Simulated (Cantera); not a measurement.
Mixture: CH₄ : C₂H₆ : O₂ : N₂ : CO₂ = 1 : 0.11 : 1.32 : 4.98 : 0.45 (molar parts), at 5.00 bar, adiabatic and at constant pressure. Ignition delay is the time to a rise of 400 K.

Model: GRI-Mech 3.0 (53 species, 325 reactions), integrated in Cantera.

Question: Predict: delay at 1050 K; delay at 1200 K; delay at 1350 K; delay at 1500 K; delay at 1650 K; apparent activation energy between 1575 and 1725 K.

Answer: 
* **delay at 1050 K**: 12.7 ms
* **delay at 1200 K**: 1.85 ms
* **delay at 1350 K**: 0.448 ms
* **delay at 1500 K**: 0.121 ms
* **delay at 1650 K**: 36.0 µs
* **apparent activation energy between 1575 and 1725 K**: 170 kJ/mol
